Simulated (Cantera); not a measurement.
# Adiabatic ignition

An adiabatic, constant-volume homogeneous reactor starts with CH4 : O2 : N2 = 1 : 1.67 : 6.27 (molar parts), equivalence ratio 1.2, at 1648 K and 520000 Pa.

Computed with Cantera and GRI-Mech 3.0 (53 species, 325 reactions). Above 3000 K some thermodynamic fits are extrapolated.

| t (s) | T (K) | P (bar) | x CH4 | x O2 | x CH2 | x NO | x C2H2 | x HCN | x O |
|---|---|---|---|---|---|---|---|---|---|
| 7.00e-6 | 1648 | 5.20 | 0.112 | 0.187 | 3.45e-10 | <1e-12 | 8.40e-11 | <1e-12 | 1.44e-7 |
| 1.67e-5 | 1648 | 5.20 | 0.111 | 0.187 | 3.10e-9 | 1.90e-12 | 5.75e-9 | <1e-12 | 4.09e-7 |
| 3.99e-5 | 1656 | 5.23 | 0.109 | 0.185 | 2.34e-8 | 1.50e-11 | 4.60e-7 | 1.48e-12 | 1.25e-6 |
| 9.51e-5 | 3152 | 10.7 | <1e-12 | 0.00986 | 4.33e-12 | 0.00250 | <1e-12 | 2.10e-8 | 0.00569 |
| 0.000227 | 3133 | 10.6 | <1e-12 | 0.00810 | 4.37e-12 | 0.00985 | <1e-12 | 5.29e-8 | 0.00487 |
| 0.000542 | 3133 | 10.6 | <1e-12 | 0.00808 | 4.37e-12 | 0.00995 | <1e-12 | 5.33e-8 | 0.00486 |
| 0.00129 | 3133 | 10.6 | <1e-12 | 0.00808 | 4.37e-12 | 0.00995 | <1e-12 | 5.33e-8 | 0.00486 |
| 0.00308 | 3133 | 10.6 | <1e-12 | 0.00808 | 4.37e-12 | 0.00995 | <1e-12 | 5.33e-8 | 0.00486 |
| 0.00736 | 3133 | 10.6 | <1e-12 | 0.00808 | 4.37e-12 | 0.00995 | <1e-12 | 5.33e-8 | 0.00486 |
| 0.0176 | 3133 | 10.6 | <1e-12 | 0.00808 | 4.37e-12 | 0.00995 | <1e-12 | 5.33e-8 | 0.00486 |
| 0.0419 | 3133 | 10.6 | <1e-12 | 0.00808 | 4.37e-12 | 0.00995 | <1e-12 | 5.33e-8 | 0.00486 |
| 0.100 | 3133 | 10.6 | <1e-12 | 0.00808 | 4.37e-12 | 0.00995 | <1e-12 | 5.33e-8 | 0.00486 |
x: mole fraction; the columns are a selection and need not sum to one.

```
Item                                                                   Value
---------------------------------  -----------------------------------------
time of steepest temperature rise                                    84.2 µs
temperature at 0.100 s                                                3133 K
equilibrium temperature                                               3133 K
x(CH4) at 0.100 s                    <1e-12 (gas-phase equilibrium 1.14e-12)
x(O2) at 0.100 s                     0.00808 (gas-phase equilibrium 0.00808)
x(CH2) at 0.100 s                  4.37e-12 (gas-phase equilibrium 4.61e-12)
```
